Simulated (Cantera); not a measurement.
Cantera run:

```python
import numpy as np
import cantera as ct

gas_names = """
    C CH CH2 CH3 CH2OH CH3O CH4 CH3OH CN CO CO2 COOH C2 C2H CHCO,ketyl C2H2,acetylene C2H2,vinylidene
    CH2CO,ketene C2H3,vinyl CH3CN CH3CO,acetyl C2H4 C2H4O,ethylen CH3CHO,ethanal CH3COOH (HCOOH)2 C2H5
    C2H6 CH3OCH3 C2H5OH CCN CNC C2N2 C2O C3 C3H3,propargyl C3H4,allene C3H4,propyne C3H4,cyclo-
    C3H5,allyl C3H6,propylene C3H6,cyclo- C3H6O C3H7,n-propyl C3H7,i-propyl C3H8 C3H8O,1propanol
    C3H8O,2propanol C3O2 C4 C4H2 C4H4,1,3-cyclo- C4H6,butadiene C4H6,2-butyne C4H6,cyclo- C4H8,1-butene
    C4H8,cis2-buten C4H8,tr2-butene C4H8,isobutene C4H8,cyclo- (CH3COOH)2 C4H9,n-butyl C4H9,i-butyl
    C4H9,s-butyl C4H9,t-butyl C4H10,isobutane C4H10,n-butane C4N2 C5 C5H6,1,3cyclo- C5H8,cyclo-
    C5H10,1-pentene C5H10,cyclo- C5H11,pentyl C5H11,t-pentyl C5H12,n-pentane C5H12,i-pentane
    CH3C(CH3)2CH3 C6H2 C6H5,phenyl C6H5O,phenoxy C6H6 C6H5OH,phenol C6H10,cyclo- C6H12,1-hexene
    C6H12,cyclo- C6H13,n-hexyl C7H7,benzyl C7H8 C7H8O,cresol C7H14,1-heptene C7H15,n-heptyl
    C7H16,n-heptane C8H8,styrene C8H10,ethylbenz C8H16,1-octene C8H17,n-octyl C8H18,isooctane
    C8H18,n-octane C9H19,n-nonyl C10H8,naphthale C10H21,n-decyl C12H9,o-bipheny C12H10,bipheny H HCN HCO
    HCCN HNC HNCO HNO HNO2 HNO3 HO2 H2 HCHO,formaldehy HCOOH H2O H2O2 N NCO NH NH2 NH3 NH2OH NO NO2 NO3
    N2 N2H2 N2H4 N2O O OH O2 O3 Si SiC SiC2 SiC4H12 SiH SiH2 SiH3 SiH4 SiN SiO SiO2 Si2 Si2C Si2N Si3
""".split()
cond_names = """
    C(gr) C6H6(L) C7H8(L) C8H18(L),n-octa H2O(s) H2O(L) Si(cr) Si(L) SiC(b) SiO2(Lqz) SiO2(hqz) SiO2(L)
    Si2N2O(s) Si3N4(a)
""".split()


def load(file, names, dense=False):
    # The tables refer to 1 bar. Condensed volumes are neglected.
    table = {s.name: s for s in ct.Species.list_from_file(file)}
    out = []
    for n in names:
        d = dict(table[n].input_data)
        d["thermo"] = dict(d["thermo"], **{"reference-pressure": 1e5})
        if dense:
            d["equation-of-state"] = {"model": "constant-volume", "density": "1e6 g/cm^3"}
        out.append(ct.Species.from_dict(d))
    return out


gas = ct.Solution(thermo="ideal-gas", species=load("nasa_gas.yaml", gas_names))
cond = {s.name: ct.Solution(thermo="fixed-stoichiometry", species=[s], name=s.name)
        for s in load("nasa_condensed.yaml", cond_names, dense=True)}
atoms = {
    'HMDSO': {'Si': 2, 'C': 6, 'H': 18, 'O': 1},
    'CO2': {'C': 1, 'O': 2},
    'N2': {'N': 2},
}
top_T = {'C(gr)': 4500, 'SiC(b)': 3050, 'Si2N2O(s)': 2100, 'Si3N4(a)': 2400}  # K; cautious upper limits of use, not melting points


def equilibrate(T, P, feed):
    n = {}
    for name, mol in feed.items():
        for a, k in atoms[name].items():
            n[a] = n.get(a, 0.0) + k * mol
    gas.TPX = T, P, n
    mass = sum(n.values()) * gas.mean_molecular_weight
    gas.equilibrate("TP")
    valid = [c for c in cond.values() if c.min_temp <= T <= top_T.get(c.name, c.max_temp)]
    mix = ct.Mixture([(gas, mass / gas.mean_molecular_weight)] + [(c, 0.0) for c in valid])
    mix.T, mix.P = T, P
    mix.equilibrate("TP", solver="vcs", rtol=1e-11, max_steps=5000)
    return mix


results = []
feed = {'HMDSO': 1, 'CO2': 0.19, 'N2': 1.1}  # mol
P = 11  # Pa
for T in [850, 875, 900, 925, 950, 975, 1000, 1025, 1050, 1075]:
    mix = equilibrate(T, P, feed)
    results.append((T, P, feed, dict(zip(mix.species_names, mix.species_moles))))

top = {s: max(r[3][s] / sum(r[3][g] for g in gas_names) for r in results) for s in gas_names}
cols = sorted((s for s in top if top[s] > 0.001), key=lambda s: -top[s])[:8]
seen = [c for c in cond_names if any(r[3].get(c, 0) > 1e-12 for r in results)]
print("log10 of partial pressures in bar; condensed amounts in mol")
print(f"{'T/K':>10s}" + "".join(f"{s[:9]:>10s}" for s in cols + seen))
for T, P, feed, n in results:
    ng = sum(n[g] for g in gas_names)
    print(f"{T:10.4g}" + "".join(f"{np.log10(max(n[s] / ng * P / 1e5, 1e-99)):10.3f}" for s in cols)
          + "".join(f"{n.get(c, 0):10.4g}" for c in seen))
```

It prints:

```
log10 of partial pressures in bar; condensed amounts in mol
       T/K        H2        CO        N2     C(gr) SiO2(hqz) Si2N2O(s)
       850    -3.970    -6.924    -5.575     6.179    0.2467    0.8767
       875    -3.970    -6.613    -5.582     6.169    0.2397    0.8802
       900    -3.971    -6.321    -5.596      6.15    0.2266    0.8867
       925    -3.972    -6.050    -5.622     6.115    0.2032    0.8984
       950    -3.974    -5.800    -5.668     6.056    0.1639     0.918
       975    -3.976    -5.577    -5.751     5.964    0.1028    0.9486
      1000    -3.980    -5.387    -5.897     5.837   0.01828    0.9909
      1025    -3.981    -5.356    -5.935      5.81         0         1
      1050    -3.981    -5.356    -5.935      5.81         0         1
      1075    -3.981    -5.356    -5.935      5.81         0         1
```

Cantera equilibrium calculation (NASA polynomials, part measured and part estimated; ideal gas, pure solids and liquids). The feed counts by its element totals alone. N2 is the only nitrogen source here; it is nearly inert below about 1500 K, so the nitride shown seldom forms there in practice.
